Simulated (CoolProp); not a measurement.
Computed with CoolProp (reference Helmholtz-energy equation of state, Lemmon 2016).

Q: Give the vapour pressure (bar), vapour density (kg/m³), liquid cp (kJ/(kg K)), liquid conductivity (mW/(m K)) of saturated R227EA at 232.3 K.

A: 
| T (K) | p (bar) | vapour density (kg/m³) | liquid cp (kJ/(kg K)) | liquid conductivity (mW/(m K)) |
|---|---|---|---|---|
| 232.3 | 0.307 | 2.76 | 1.04 | 76.2 |

Thermal conductivity comes from a separate model (Huber 2003), an estimate that may be off by 10 % or more.
